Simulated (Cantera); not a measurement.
Cantera run:

```python
import numpy as np
import cantera as ct

gas_names = """
    H H2 H2S S SH S2 S8
""".split()
cond_names = """
    S(cr1) S(cr2) S(L)
""".split()


# ... load() reads the species with a 1 bar reference pressure and builds the phases ...
atoms = {
    'S': {'S': 1},
    'H2': {'H': 2},
}
top_T = {}  # K; cautious upper limits of use, not melting points


# ... equilibrate(T, P, feed) seeds the gas with the atoms and calls Mixture.equilibrate('TP', solver="vcs", rtol=1e-11, max_steps=5000) ...
results = []
feed = {'S': 1, 'H2': 0.18}  # mol
T = 2973.15  # K
P = 31  # Pa
mix = equilibrate(T, P, feed)
results.append((T, P, feed, dict(zip(mix.species_names, mix.species_moles))))
x = sorted(zip(gas.X, gas.species_names), reverse=True)
print(f"T = {T:g} K  P = {P:g} Pa  gas = {mix.phase_moles(0):.4g} mol")
print("   x: " + "  ".join(f"{s} {v:.3e}" for v, s in x if v > 0.001))
print("   condensed (mol): " + ("  ".join(f"{mix.phase(i).name} {mix.phase_moles(i):.4g}"
      for i in range(1, mix.n_phases) if mix.phase_moles(i) > 1e-12) or "none"))
```

Output:

```
T = 2973.15 K  P = 31 Pa  gas = 1.354 mol
   x: S 7.321e-01  H 2.634e-01  S2 3.042e-03  H2 1.018e-03
   condensed (mol): none
```

Method: chemical equilibrium by Gibbs-energy minimisation in Cantera with the NASA 1993 tables (ideal gas, pure condensed phases).
